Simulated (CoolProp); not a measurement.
The numbers come from the reference Helmholtz-energy equation of state, Thol 2015 in CoolProp.

Task: For octamethylcyclotetrasiloxane (D4), give the phase and the density (kg/m³), cp (kJ/(kg K)), isothermal compressibility (1/MPa), expansivity (1/kK) at 620 K and 241 kPa; 620 K and 1200 kPa.

Result: 
- 620 K and 241 kPa: gas; density 14.6, cp 2.05, isothermal compressibility 4.39, expansivity 1.98
- 620 K and 1200 kPa: gas; density 99.4, cp 2.22, isothermal compressibility 1.29, expansivity 5.94
